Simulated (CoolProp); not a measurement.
A simple Rankine cycle with ethylbenzene: condensing at 324.15 K, boiler at 0.302 MPa, turbine inlet 470.3 K, turbine efficiency 0.65, pump efficiency 0.7, no recuperator. Each further row changes one setting.

Values from CoolProp's reference Helmholtz-energy equation of state, Zhou 2012.

| case | thermal efficiency (%) | net work (kJ/kg) | heat in (kJ/kg) | turbine exit temperature (K) | volume ratio over the turbine |
|---|---|---|---|---|---|
| as stated | [?] | [?] | 605 | 414.4 | 58.8 |
| turbine inlet 490.3 K | 14.2 | 91.3 | 644 | 434.9 | 58.4 |
| condensing temperature 316.15 K | 15.2 | 94.3 | 619 | 409.8 | 85.6 |
| boiler pressure 0.211 MPa | 13.3 | 80.7 | [?] | 420.3 | 40.5 |
| turbine efficiency 0.55 | 12.1 | 73.3 | 605 | 422.5 | 60.0 |

### Question
Complete the blanks.

### Answer

- as stated, thermal efficiency (%): 14.4
- as stated, net work (kJ/kg): 86.8
- boiler pressure 0.211 MPa, heat in (kJ/kg): 608
